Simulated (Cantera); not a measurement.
An isothermal, constant-pressure homogeneous reactor starts with CO : O2 : H2O : N2 = 0.0027 : 0.02 : 0.00067 : 1 (molar parts), equivalence ratio 0.068, at 1025 K and 0.230 bar.

Computed with Cantera and GRI-Mech 3.0 (53 species, 325 reactions).

x: mole fraction; the columns are a selection and need not sum to one.

| t (s) | x CO | x O2 | x H2O | x NO | x CO2 |
|---|---|---|---|---|---|
| 0.000400 | 0.00264 | 0.0195 | 0.000655 | <1e-12 | 8.96e-12 |
| 0.000872 | 0.00264 | 0.0195 | 0.000655 | <1e-12 | 1.96e-11 |
| 0.00190 | 0.00264 | 0.0195 | 0.000655 | <1e-12 | 4.30e-11 |
| 0.00414 | 0.00264 | 0.0195 | 0.000655 | <1e-12 | 9.68e-11 |
| 0.00902 | 0.00264 | 0.0195 | 0.000655 | <1e-12 | 2.35e-10 |
| 0.0197 | 0.00264 | 0.0195 | 0.000655 | <1e-12 | 6.97e-10 |
| 0.0428 | 0.00264 | 0.0195 | 0.000655 | <1e-12 | 3.27e-9 |
| 0.0934 | 0.00264 | 0.0195 | 0.000655 | <1e-12 | 4.61e-8 |
| 0.203 | 0.00261 | 0.0195 | 0.000653 | 3.72e-12 | ___ |
| 0.443 | 0.00123 | 0.0188 | 0.000648 | 4.50e-9 | 0.00141 |
| 0.966 | 0.000372 | 0.0184 | 0.000653 | 8.78e-9 | 0.00227 |
| 2.11 | ___ | 0.0183 | 0.000654 | ___ | 0.00255 |
| 4.59 | 1.93e-5 | 0.0183 | 0.000655 | 1.26e-8 | 0.00262 |
| 10.0 | 3.55e-6 | 0.0182 | 0.000655 | 1.31e-8 | 0.00264 |

### Question
Fill in the missing entries.

### Answer

- 0.203, x CO2: 2.82e-5
- 2.11, x CO: 9.15e-5
- 2.11, x NO: 1.14e-8
